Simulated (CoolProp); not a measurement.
Properties of R143a along the isotherm 500 K (Tc = 345.9 K, pc = 3.762 MPa, ω = 0.261).

Model: reference Helmholtz-energy equation of state, Lemmon and Jacobsen 2000, in CoolProp.

```csv
p (MPa),phase,Z,cv (kJ/(kg K)),speed of sound (m/s),conductivity (mW/(m K)),fugacity coefficient
0.0297,gas,0.9993,1.178,231.4,38.1,0.9993
0.0564,gas,0.9986,1.178,231.3,38.1,0.9986
0.107,gas,0.9973,1.179,231.1,38.1,0.9973
0.203,gas,0.9950,1.179,230.7,38.1,0.9950
0.384,gas,0.9905,1.180,229.9,38.1,0.9905
0.728,gas,0.9820,1.183,228.4,38.2,0.9821
1.38,gas,0.9659,1.186,225.7,38.4,0.9664
2.62,gas,0.9359,1.193,220.9,39.0,0.9374
4.96,supercritical,0.8827,1.206,213.6,40.4,0.8860
9.4,supercritical,0.8055,1.224,210.2,44.6,0.8024
```

Thermal conductivity comes from a separate model (McLinden 2000), an estimate that may be off by 10 % or more.
